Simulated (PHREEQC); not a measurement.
Consider water at 55 °C with 0.03 mol ZnCl2 and 0.0066 mol HCl per kg of water. Closed to the air; pH follows from the charge balance.

Computed with PHREEQC (ion-association model, wateq4f.dat).

This is a speciation only: nothing precipitates in the calculation.

**Question.** Order these Zn species by the share of Zn that they hold, largest first: ZnCl+, ZnCl2, Zn+2.

**Answer.** Zn+2 (82 %), ZnCl+ (18 %), ZnCl2 (0.72 %)

**Question.** Order these Cl species by the share of Cl that they hold, largest first: ZnCl+, ZnCl2, Cl-.

**Answer.** Cl- (91 %), ZnCl+ (7.9 %), ZnCl2 (0.65 %)

The pH is 2.27 and the ionic strength 0.0853 mol/kgw. At this temperature some constants are extrapolated from 25 °C, and those without enthalpy data are left unchanged.
